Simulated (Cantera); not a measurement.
Hydrocarbon pyrolysis for carbon deposition

A perfectly stirred reactor is fed with 0.709 % C₂H₆, 99.3 % N₂, at 1.00 atm; it is held at 1675 K, and followed from long to short residence time.

Computed with Cantera and GRI-Mech 3.0 (53 species, 325 reactions). GRI-Mech 3.0 stops at C3 and has no aromatics, soot or wall deposition, so with more carbon than oxygen in the feed, carbon stays in small species such as C2H2 where larger ones or solid carbon would form.

| τ (s) | x C₂H₆ | x CH₃ | x HCN | x C₂H₂ | x CH₄ | x C₂H | x H₂ |
|---|---|---|---|---|---|---|---|
| 16 | 9.99e-8 | 7.53e-6 | 3.50e-5 | 0.00679 | 0.000352 | 3.55e-8 | 0.0134 |
| 4.5 | 3.45e-7 | 1.39e-5 | 1.96e-5 | 0.00667 | 0.000608 | 3.72e-8 | 0.0130 |
| 1.3 | 1.13e-6 | 2.49e-5 | 1.22e-5 | 0.00648 | 0.000971 | 4.08e-8 | 0.0125 |
| 0.36 | 3.72e-6 | 4.45e-5 | 8.78e-6 | 0.00625 | 0.00140 | 4.87e-8 | 0.0118 |
| 0.10 | 1.14e-5 | 7.63e-5 | 7.55e-6 | 0.00602 | 0.00173 | 6.53e-8 | 0.0112 |
| 0.029 | 3.15e-5 | 0.000124 | 7.31e-6 | 0.00582 | 0.00188 | 9.46e-8 | 0.0108 |
| 0.0084 | 8.32e-5 | 0.000197 | 7.11e-6 | 0.00553 | 0.00192 | 1.39e-7 | 0.0104 |
| 0.0024 | 0.000220 | 0.000314 | 6.38e-6 | 0.00494 | 0.00189 | 1.94e-7 | 0.00966 |
| 0.00068 | 0.000593 | 0.000511 | 5.03e-6 | 0.00378 | 0.00173 | 2.30e-7 | 0.00817 |
x: mole fraction; the columns are a selection and need not sum to one.
